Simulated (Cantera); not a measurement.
Input: 1 mol CuO, 1.5 mol NF3, 1.4 mol H2, held at 1077 °C and 5.40e-5 bar.

Cantera equilibrium calculation (NASA polynomials, part measured and part estimated; ideal gas, pure solids and liquids). Candidate condensed phases: Cu, CuF2, CuO, Cu(OH)2, Cu2O, H2O; 45 gas species. Equilibrium is a limit: real reactors are often held back by kinetics, nucleation or transport.

Base state: HF 0.549, N2 0.147, CuF2 0.128, O2 0.0980, CuF 0.0683, F 0.00947, NO 0.000160, O 1.80e-5 (mole fractions); condensed: gas only.

### Question
What changes in the equilibrium state with this change: temperature from 1077 °C to 700 °C?

### Answer
```tsv
species	before	after
HF	0.549	0.613
N2	0.147	0.164
O2	0.0980	0.104
CuF	0.0683	0.0237
CuF2	0.128	0.0954
F	0.00947	1.83e-7
O	1.80e-5	2.97e-9
NO	0.000160	7.41e-6
CuF2(s), mol	0	0.360
Cu2O(s), mol	0	0.0479
```

### Question
What changes in the equilibrium state with this change: 0.23 mol NH3 added?

### Answer
```tsv
species	before	after
HF	0.549	0.596
CuF	0.0683	0.168
N2	0.147	0.148
CuF2	0.128	0.00200
O2	0.0980	0.0853
Cu	8.60e-7	0.000335
F	0.00947	6.00e-5
O	1.80e-5	1.68e-5
```
